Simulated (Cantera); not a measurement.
# Reactions in the system C-N-O-Ta

Source: NASA polynomial tables (part measured, part estimated), evaluated in Cantera. Values are per mole of reaction as written; species without (g) are pure solids or liquids, kept so even where they would boil at 1 bar. TaC: taken at fixed stoichiometry.

2 Ta + 2 NO2(g) → N2(g) + 2 TaO2(g)

```json
[
 {"T (K)": "300", "ΔH° (kJ)": "-470.1", "ΔS° (J/K)": "188.8", "ΔG° (kJ)": "-526.7", "log10 K": "91.71"},
 {"T (K)": "1423", "ΔH° (kJ)": "-487.1", "ΔS° (J/K)": "168.2", "ΔG° (kJ)": "-726.5", "log10 K": "26.67"},
 {"T (K)": "1473", "ΔH° (kJ)": "-488.2", "ΔS° (J/K)": "167.5", "ΔG° (kJ)": "-734.9", "log10 K": "26.06"},
 {"T (K)": "1523", "ΔH° (kJ)": "-489.3", "ΔS° (J/K)": "166.8", "ΔG° (kJ)": "-743.3", "log10 K": "25.49"},
 {"T (K)": "1573", "ΔH° (kJ)": "-490.5", "ΔS° (J/K)": "166.0", "ΔG° (kJ)": "-751.6", "log10 K": "24.96"},
 {"T (K)": "1623", "ΔH° (kJ)": "-491.6", "ΔS° (J/K)": "165.3", "ΔG° (kJ)": "-759.9", "log10 K": "24.46"},
 {"T (K)": "1673", "ΔH° (kJ)": "-492.8", "ΔS° (J/K)": "164.6", "ΔG° (kJ)": "-768.1", "log10 K": "23.98"},
 {"T (K)": "1723", "ΔH° (kJ)": "-494.0", "ΔS° (J/K)": "163.9", "ΔG° (kJ)": "-776.3", "log10 K": "23.54"}
]
```

2 CO2(g) + N2(g) + 2 Ta → 2 NO2(g) + 2 TaC

```csv
T (K),ΔH° (kJ),ΔS° (J/K),ΔG° (kJ),log10 K
300,567.2,-137.1,608.3,-105.92
1423,576.6,-127.2,757.7,-27.81
1473,577.2,-126.8,764.0,-27.09
1523,577.9,-126.4,770.3,-26.42
1573,578.5,-126.0,776.6,-25.79
1623,579.2,-125.5,782.9,-25.20
1673,579.9,-125.1,789.2,-24.64
1723,580.6,-124.7,795.4,-24.11
```
